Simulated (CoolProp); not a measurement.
Vapour-liquid equilibrium of n-octane (1) + ethylbenzene (2) at 43.4 kPa; x and y are mole fractions of (1).

The numbers come from the multi-fluid Helmholtz-energy mixture model, Beckmüller 2019 and Zhou 2012; pair parameters Bell 2016 in CoolProp.

```tsv
x	bubble temperature (K)	y at the bubble point	dew temperature at overall composition x (K)	liquid density (mol/L)
0.05	379.3	0.082	379.7	[?]
0.15	377.4	0.221	378.3	7.086
0.25	[?]	0.338	377.0	6.873
0.35	374.7	0.440	375.7	6.670
0.45	373.7	0.531	374.5	6.477
0.55	372.8	0.617	373.5	[?]
0.65	[?]	[?]	372.6	6.120
0.75	371.6	0.782	371.8	5.955
0.85	371.2	0.866	371.3	5.798
0.95	370.9	0.954	370.9	5.649
```

### Question
Some entries are withheld; supply them.

### Answer

- 0.05, liquid density (mol/L): 7.309
- 0.25, bubble temperature (K): 375.9
- 0.55, liquid density (mol/L): 6.294
- 0.65, bubble temperature (K): 372.2
- 0.65, y at the bubble point: 0.699

No azeotrope shows between x = 0.05 and 0.95.

Pair parameters are fitted to limited data, so mixtures are less certain than the pure fluids.
